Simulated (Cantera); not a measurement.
Input: 1 mol CaCO3, 0.49 mol O2, 3.8 mol CO2, at 1330 Pa.

Method: chemical equilibrium by Gibbs-energy minimisation in Cantera with the NASA 1993 tables (ideal gas, pure condensed phases). Candidate condensed phases: C, Ca, CaCO3, CaO; 15 gas species. Equilibrium is a limit: real reactors are often held back by kinetics, nucleation or transport.

### Question
Which condensed phases are stable at each of these points (T (K)): 750, 850, 950, 1050, 1150, 1250, 1350, 1450, 1550, 1650?

### Answer
```csv
T (K),condensed phases,Ca condensed (%)
750,CaCO3(calcite),100.0
850,CaCO3(calcite),100.0
950,CaO(s),100.0
1050,CaO(s),100.0
1150,CaO(s),100.0
1250,CaO(s),100.0
1350,CaO(s),100.0
1450,CaO(s),100.0
1550,CaO(s),100.0
1650,CaO(s),100.0
```

From 750 K to 850 K the condensed part is CaCO3(calcite). From 950 K to 1650 K the condensed part is CaO(s).
